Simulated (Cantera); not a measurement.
Feed: 1 mol PbO, 0.53 mol O2, 0.11 mol N2, held at 99000 Pa.

These are equilibrium values from Cantera (NASA tables, ideal gas, pure condensed phases), not measurements of a reactor. Candidate condensed phases: Pb, PbO, PbO2, Pb3O4; 12 gas species. Gases not in the tables: (PbO)n polymers. The numbers say what is thermodynamically allowed, not how fast it happens.

x: gas mole fraction; n: condensed amount in mol.

```
T (°C)   x O2   x N2     x PbO      x NO    x NO2  n PbO2(s)  n Pb3O4(s)  n PbO(yellow)  n PbO(l)
------  -----  -----  --------  --------  -------  ---------  ----------  -------------  --------
202     0.214  0.786    <1e-12  1.68e-10  2.07e-8       1.00           0              0         0
302     0.768  0.232    <1e-12         …        …          0       0.333              0         0
402     0.768  0.232    <1e-12   1.63e-7  4.86e-7          0       0.333              0         0
502     0.828  0.172  1.81e-11   1.19e-6  9.67e-7          0           0           1.00         0
602     0.828  0.172   2.60e-9   6.03e-6  1.74e-6          0           0           1.00         0
702     0.828  0.172   1.31e-7   2.19e-5  2.79e-6          0           0           1.00         0
802     0.828  0.172   3.11e-6   6.25e-5  4.10e-6          0           0          1.000         0
902     0.828  0.172   4.07e-5  0.000149  5.65e-6          0           0              0     1.000
1002    0.828  0.172         …         …        …          0           0              0     1.000
1102    0.827  0.171   0.00155  0.000581  9.35e-6          0           0              0     0.999
```

Fill in the missing entries.


- 302, x NO: 9.64e-9
- 302, x NO2: 1.74e-7
- 1002, x PbO: 0.000293
- 1002, x NO: 0.000311
- 1002, x NO2: 7.41e-6
